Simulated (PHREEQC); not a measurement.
# Reverse-osmosis permeate (model solution)

Synthetic water in mmol/kgw, 25 °C, pH 6.08, pe 8.3:

| constituent | mmol/kgw |
|---|---|
| Na | 0.0199 |
| K | 0.26 |
| Ca | 0.0493 |
| Mg | 0.0538 |
| Cl | 0.153 |
| S(6) | 0.138 |
| Alkalinity (meq/kgw) | 0.0757 |
| Ba | 3.78e-05 |
| Br | 0.00489 |
| Si | 0.000734 |

Valence states are taken as typed.

Equilibrium calculation in PHREEQC: ion-association model, wateq4f.dat.

No solid was allowed to form.

Problem. Predict the charge-balance error.

Solution. charge-balance error -2.4 %.

Problem. In which forms is Mg present?

Solution. Mg+2 97 %, MgSO4 2.4 % of the Mg.
